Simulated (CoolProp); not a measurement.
Properties of normal hydrogen along the isotherm -244.55 °C.

The numbers come from the reference Helmholtz-energy equation of state, Leachman 2009 in CoolProp.

| p (kPa) | phase | speed of sound (m/s) | isothermal compressibility (1/MPa) | expansivity (1/kK) | viscosity (µPa s) | conductivity (mW/(m K)) | fugacity coefficient |
|---|---|---|---|---|---|---|---|
| 2.05 | gas | 443.3 | 488.2 | 35.03 | 1.45 | 22.3 | 0.9993 |
| 3.09 | gas | 443.2 | 324.0 | 35.07 | 1.45 | 22.3 | 0.9989 |
| 4.66 | gas | 443.1 | 215.0 | 35.12 | 1.45 | 22.3 | 0.9983 |
| 7.04 | gas | 442.9 | 142.4 | 35.20 | 1.45 | 22.4 | 0.9974 |
| 10.6 | gas | 442.7 | 94.71 | 35.31 | 1.45 | 22.4 | 0.9961 |
| 16 | gas | 442.3 | 62.87 | 35.49 | 1.45 | 22.4 | 0.9942 |
| 24.2 | gas | 441.7 | 41.70 | 35.77 | 1.45 | 22.5 | 0.9912 |
| 36.4 | gas | 440.9 | 27.85 | 36.19 | 1.45 | 22.7 | 0.9867 |
| 55 | gas | 439.5 | 18.57 | 36.86 | 1.45 | 22.9 | 0.9799 |
| 83 | gas | 437.5 | 12.45 | 37.91 | 1.45 | 23.2 | 0.9697 |
| 125 | gas | 434.4 | 8.416 | 39.62 | 1.46 | 23.6 | 0.9545 |
| 189 | gas | 429.4 | 5.739 | 42.59 | 1.46 | 24.3 | 0.9313 |
| 285 | gas | 421.4 | 4.017 | 48.16 | 1.47 | 25.5 | 0.8966 |
| 430 | gas | 407.3 | 2.975 | 60.92 | 1.49 | 27.6 | 0.8440 |

Viscosity comes from a separate model (Muzny 2013). Thermal conductivity comes from a separate model (Assael 2011).
